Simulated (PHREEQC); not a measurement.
## Nickel, zinc or cadmium bath: an equilibrium model

Consider water at 75 °C with 0.43 mol/kgw ZnSO4, 0.014 mol/kgw NaCl and 0.00038 mol/kgw H2SO4. Closed to the air; pH follows from the charge balance.

The numbers come from PHREEQC with the ion-association model, phreeqc.dat.

Each row changes one thing in this solution. Precipitation was switched off in this run.

```tsv
case	pH	ionic strength (mol/kgw)	Zn+2 (mol/kgw)	ZnSO4 (mol/kgw)	SO4-2 (mol/kgw)	Zn(SO4)2-2 (mol/kgw)	SI of Halite (NaCl)
as made	4.12	0.811	0.198	0.158	0.131	0.0697	-5.95
NaCl from 0.014 to 0.0028 mol/kgw	4.12	0.802	0.200	0.159	0.130	0.0703	-7.35
diluted 100-fold with water	5.09	0.0126	0.00310	0.00117	0.00309	2.14e-5	-9.44
H2SO4 from 0.00038 to 0.0038 mol/kgw	3.12	0.814	0.199	0.157	0.130	0.0690	-5.95
temperature from 75 to 40 °C	3.81	0.816	0.200	0.149	0.122	0.0785	-5.77
H2SO4 left out	4.97	0.811	0.198	0.158	0.131	0.0698	-5.95
NaCl from 0.014 to 0.028 mol/kgw	4.12	0.822	0.195	0.156	0.133	0.0690	-5.34
H2SO4 from 0.00038 to 0.000418 mol/kgw	4.08	0.811	0.198	0.158	0.131	0.0697	-5.95
```

The ionic strength passes 0.7 mol/kgw, the rough limit of the ion-association models, in as made; NaCl from 0.014 to 0.0028 mol/kgw; H2SO4 from 0.00038 to 0.0038 mol/kgw; temperature from 75 to 40 °C; H2SO4 left out; NaCl from 0.014 to 0.028 mol/kgw; H2SO4 from 0.00038 to 0.000418 mol/kgw. Complexes and solids missing from the database can't appear. Constants without temperature data keep their 25 °C values here.
